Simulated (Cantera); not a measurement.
Gas mixture: C2H4 : CH4 = 0.72 : 0.17 (molar parts), at 100000 Pa, frozen composition.

Cantera's kinetic-theory transport with the Lennard-Jones parameters of GRI-Mech 3.0, ideal gas; thermal conductivity in the mixture-averaged form. The composition is frozen, though it would react at the higher temperatures.

One state of this run: ρ (kg/m³) = 0.364; cp (J/kg/K) = 3207; μ (µPa s) = 25.2; λ (mW/m/K) = 111; Pr = 0.732; D (cm²/s) N2 = 1.08; D (cm²/s) CO2 = 0.856; D (cm²/s) H2O = 1.30. D: mixture-averaged diffusion coefficient of that species in the mixture.

Problem. Which value of T (K) does it belong to?
(A) 700
(B) 850
(C) 1150
(D) 400

Solution. B, 850
